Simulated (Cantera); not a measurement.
**Silicon oxide and oxynitride deposition: HMDSO + NO + N₂ + O₃**

Feed: 1 mol HMDSO, 21 mol NO, 3.4 mol N₂, 4 mol O₃, equilibrated at 1300 K and 26.0 mbar.

Method: chemical equilibrium by Gibbs-energy minimisation in Cantera with the NASA 1993 tables (ideal gas, pure condensed phases). Candidate condensed phases: C, C₆H₆, C₇H₈, C₈H₁₈, H₂O, Si, SiC, SiO₂, Si₂N₂O, Si₃N₄; 151 gas species. The feed counts by its element totals alone. The tables hold silica as quartz up to 1696 K and as liquid above; real silica turns to tridymite and cristobalite and melts near 1996 K. The numbers say what is thermodynamically allowed, not how fast it happens.

The x(N₂) is 0.416. The x(H₂O) is 0.269 and the x(CO₂) is 0.180. The x(O₂) comes out as 0.135 and the x(NO) is 0.000230. The x(OH) is 3.84e-5. The n(SiO₂(β-quartz)) is 2.00 mol and the gas amount is 33.40 mol. The log10 activity of C(graphite) (absent) comes out as -15.79 and the log10 activity of Si(s) (absent) is -24.78.
